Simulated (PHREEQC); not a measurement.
Synthetic water in mg/L, 20 °C, pH 5.5, pe 9.7:

```json
[
 {"constituent": "Na", "mg/L": "2.69"},
 {"constituent": "K", "mg/L": "0.793"},
 {"constituent": "Ca", "mg/L": "1.14"},
 {"constituent": "Mg", "mg/L": "0.246"},
 {"constituent": "Cl", "mg/L": "3.67"},
 {"constituent": "S(6) as SO4", "mg/L": "1.18"},
 {"constituent": "Alkalinity as HCO3", "mg/L": "5.59"},
 {"constituent": "F", "mg/L": "0.000779"},
 {"constituent": "Br", "mg/L": "0.0726"},
 {"constituent": "Li", "mg/L": "0.00097"},
 {"constituent": "B", "mg/L": "0.0054"}
]
```

Valence states are taken as typed.

The numbers come from PHREEQC with the ion-association model, wateq4f.dat.

```
Property                        Result
--------------------  ----------------
ionic strength        0.000271 mol/kgw
charge-balance error            -1.4 %
```

```tsv
species	molality	activity	log γ
CO2	0.000709	0.000709	0.000
Na+	0.000117	0.000115	-0.008
Cl-	0.000103	0.000102	-0.008
HCO3-	9.48e-5	9.30e-5	-0.008
Ca+2	2.84e-5	2.63e-5	-0.032
K+	2.03e-5	1.99e-5	-0.008
SO4-2	1.22e-5	1.13e-5	-0.032
Mg+2	1.01e-5	9.36e-6	-0.032
H+	3.22e-6	3.16e-6	-0.008
Br-	9.09e-7	8.92e-7	-0.008
H3BO3	5.00e-7	5.00e-7	0.000
Li+	1.40e-7	1.37e-7	-0.008
CaSO4	5.67e-8	5.67e-8	0.000
F-	4.08e-8	4.00e-8	-0.008
CaHCO3+	2.92e-8	2.87e-8	-0.008
MgSO4	2.18e-8	2.18e-8	0.000
```

No solid was allowed to form. Species that the database lacks are ignored. Real BF4- forms and hydrolyses slowly; the run takes it at equilibrium.
